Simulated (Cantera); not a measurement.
A closed system holds: 1 mol CaF2, 2.1 mol O2, 0.21 mol N2, at 1.00 Torr.

Cantera equilibrium calculation (NASA polynomials, part measured and part estimated; ideal gas, pure solids and liquids). Candidate condensed phases: Ca, CaF2, CaO; 22 gas species. Rates play no part.

log p: log10 of the partial pressure in bar; n: condensed amount in mol.

```csv
T (K),log p O2,log p CaF2,log p N2,log p O,log p NO,log p F,n CaF2(s),n CaF2(l),n CaO(s)
1173,-2.92,-9.65,-3.92,-9.31,-6.83,-12.59,1.00,0,0
1273,-2.92,-8.19,-3.92,-8.43,-6.51,-11.29,1.000,0,0
1373,-2.92,-6.96,-3.92,-7.67,-6.23,-10.18,1.000,0,0
1473,-2.92,-5.92,-3.92,-7.01,-6.00,-9.23,0.998,0,0
1573,-2.92,-5.02,-3.92,-6.44,-5.80,-8.41,0.983,0,0
1673,-2.94,?,-3.94,?,?,?,?,0,0
1773,-3.01,-3.62,-4.01,-5.53,-5.54,-7.09,0,0.485,0
1873,-3.08,-3.40,-4.08,?,?,?,0,0,?
1973,-3.08,-3.40,-4.09,-4.81,-5.34,-6.47,0,0,0
2073,-3.09,-3.40,-4.09,-4.48,-5.23,-6.09,0,0,0
```

Question: Complete the blanks.

Answer: 
- 1873, log p O: -5.16
- 1873, log p NO: -5.47
- 1873, log p F: -6.73
- 1873, n CaO(s): 0.000122
- 1673, log p CaF2: -4.25
- 1673, log p O: -5.94
- 1673, log p NO: -5.63
- 1673, log p F: -7.69
- 1673, n CaF2(s): 0.898
